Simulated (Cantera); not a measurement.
## Reactions in the system C-Ca-O-S

Standard-state values (1 bar) from the NASA 1993 polynomials, evaluated with Cantera. Values are per mole of reaction as written; species without (g) are pure solids or liquids, kept so even where they would boil at 1 bar.

4 COS(g) + 3 CaO → 4 CO(g) + SO₃(g) + 3 CaS

| T (K) | ΔH° (kJ) | ΔS° (J/K) | ΔG° (kJ) | log10 K |
|---|---|---|---|---|
| 300 | 201.4 | 176.2 | 148.5 | -25.86 |
| 498 | 201.7 | 177.5 | 113.3 | -11.88 |
| 523 | 201.4 | 177.1 | 108.8 | -10.87 |
| 548 | 201.2 | 176.6 | 104.4 | -9.95 |
| 573 | 200.9 | 176.0 | 100.0 | -9.12 |
| 598 | 200.5 | 175.5 | 95.6 | -8.35 |
